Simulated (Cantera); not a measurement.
Input (Python, Cantera) and output of one run.

```python
import numpy as np
import cantera as ct

gas_names = [...]  # 103 gases of nasa_gas.yaml made of C, Cl, H
cond_names = """
    C(gr) C6H6(L) C7H8(L) C8H18(L),n-octa
""".split()


# ... load() reads the species with a 1 bar reference pressure and builds the phases ...
atoms = {
    'CCl4': {'C': 1, 'CL': 4},
    'CH4': {'C': 1, 'H': 4},
}
top_T = {'C(gr)': 4500}  # K; cautious upper limits of use, not melting points


# ... equilibrate(T, P, feed) seeds the gas with the atoms and calls Mixture.equilibrate('TP', solver="vcs", rtol=1e-11, max_steps=5000) ...
results = []
feed = {'CCl4': 1, 'CH4': 0.92}  # mol
P = 44  # Pa
for T in [3000, 3500, 4000, 4500, 5000]:
    mix = equilibrate(T, P, feed)
    results.append((T, P, feed, dict(zip(mix.species_names, mix.species_moles))))
    x = sorted(zip(gas.X, gas.species_names), reverse=True)
    print(f"T = {T:g} K  P = {P:g} Pa  gas = {mix.phase_moles(0):.4g} mol")
    print("   x: " + "  ".join(f"{s} {v:.3e}" for v, s in x if v > 1e-06))
    print("   condensed (mol): " + ("  ".join(f"{mix.phase(i).name} {mix.phase_moles(i):.4g}"
          for i in range(1, mix.n_phases) if mix.phase_moles(i) > 1e-12) or "none"))
```

Output:

```
T = 3000 K  P = 44 Pa  gas = 8.551 mol
   x: CL 4.628e-01  H 4.183e-01  C3 4.991e-02  C 4.756e-02  C2 1.228e-02  HCL 5.016e-03  H2 3.088e-03  C2H 7.625e-04  C5 1.557e-04  C4 6.964e-05  C2H2,acetylene 3.275e-05  CH 2.490e-05  CCL 1.330e-05  C2HCL 1.195e-06  CL2 1.029e-06
   condensed (mol): none
T = 3500 K  P = 44 Pa  gas = 9.514 mol
   x: CL 4.201e-01  H 3.861e-01  C 1.862e-01  C2 5.663e-03  C3 1.395e-03  HCL 3.085e-04  H2 1.881e-04  C2H 1.986e-05  CH 1.190e-05  CCL 6.309e-06  Electron 2.876e-06  C+ 2.847e-06
   condensed (mol): none
T = 4000 K  P = 44 Pa  gas = 9.595 mol
   x: CL 4.168e-01  H 3.834e-01  C 1.991e-01  C2 4.660e-04  HCL 4.250e-05  Electron 3.657e-05  C+ 3.537e-05  H2 2.546e-05  C3 5.342e-06  CH 2.767e-06  CCL 1.465e-06  CL+ 1.188e-06
   condensed (mol): none
T = 4500 K  P = 44 Pa  gas = 9.602 mol
   x: CL 4.166e-01  H 3.832e-01  C 1.996e-01  Electron 2.631e-04  C+ 2.477e-04  C2 6.033e-05  CL+ 1.459e-05  HCL 9.133e-06  H2 5.405e-06
   condensed (mol): none
T = 5000 K  P = 44 Pa  gas = 9.612 mol
   x: CL 4.160e-01  H 3.828e-01  C 1.985e-01  Electron 1.296e-03  C+ 1.179e-03  CL+ 1.099e-04  C2 1.156e-05  H+ 7.740e-06  HCL 2.654e-06  H2 1.559e-06
   condensed (mol): none
```

These are equilibrium values from Cantera (NASA tables, ideal gas, pure condensed phases), not measurements of a reactor. The tables' values for CCl are old estimates; treat these amounts as uncertain.
